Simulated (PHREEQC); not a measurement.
A solution holds 0.099 mol Cu(NO3)2, 0.00015 mol H2SO4 and 0.036 mol NaCl per kg of water, at 20 °C. Closed to the air; pH follows from the charge balance.

All values are PHREEQC results (ion-association model, phreeqc.dat), not measurements.

| quantity | before | after |
|---|---|---|
| pH | 3.62 | 3.63 |
| CuCl+ (mol/kgw) | 0.00196 | 0.00836 |
| CuSO4 (mol/kgw) | 8.11e-5 | 6.38e-5 |
| CuCl2 (mol/kgw) | 1.46e-5 | 0.000283 |
| SI of Halite (NaCl) | -4.78 | -3.40 |

Task: What was changed between the two runs?
A. temperature from 20 to 10 °C
B. NaCl from 0.036 to 0.18 mol/kgw
C. temperature from 20 to 15 °C

Result: B, NaCl from 0.036 to 0.18 mol/kgw

Precipitation was switched off in this run.
